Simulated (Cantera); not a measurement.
An isothermal, constant-pressure homogeneous reactor starts with CO : O2 : H2O : N2 = 0.0017 : 0.026 : 0.038 : 1 (molar parts), equivalence ratio 0.033, at 1475 K and 10.0 bar. Integrator tolerance rtol = 1e-08.

Cantera simulation using GRI-Mech 3.0 (53 species, 325 reactions); the numbers are that mechanism's predictions, not measurements.

Task: What does this change do: pressure from 10.0 bar to 1.01 bar?

Result: 
```json
[
 {"quantity": "x(CO) at 80.0 s", "before": "1.11e-8 (gas-phase equilibrium 1.11e-8)", "after": "3.47e-8 (gas-phase equilibrium 3.49e-8)"},
 {"quantity": "x(O2) at 80.0 s", "before": "0.0236 (gas-phase equilibrium 0.0234)", "after": "0.0236 (gas-phase equilibrium 0.0234)"},
 {"quantity": "x(H2O) at 80.0 s", "before": "0.0357 (gas-phase equilibrium 0.0357)", "after": "0.0357 (gas-phase equilibrium 0.0357)"},
 {"quantity": "x(NO) at 80.0 s", "before": "2.96e-6 (gas-phase equilibrium 0.000396)", "after": "6.28e-7 (gas-phase equilibrium 0.000396)"},
 {"quantity": "x(OH) at 80.0 s", "before": "1.22e-5 (gas-phase equilibrium 1.22e-5)", "after": "2.17e-5 (gas-phase equilibrium 2.16e-5)"},
 {"quantity": "x(N2O) at 80.0 s", "before": "8.48e-8 (gas-phase equilibrium 8.45e-8)", "after": "2.70e-8 (gas-phase equilibrium 2.69e-8)"},
 {"quantity": "x(H2) at 80.0 s", "before": "9.95e-8 (gas-phase equilibrium 9.99e-8)", "after": "3.13e-7 (gas-phase equilibrium 3.14e-7)"}
]
```
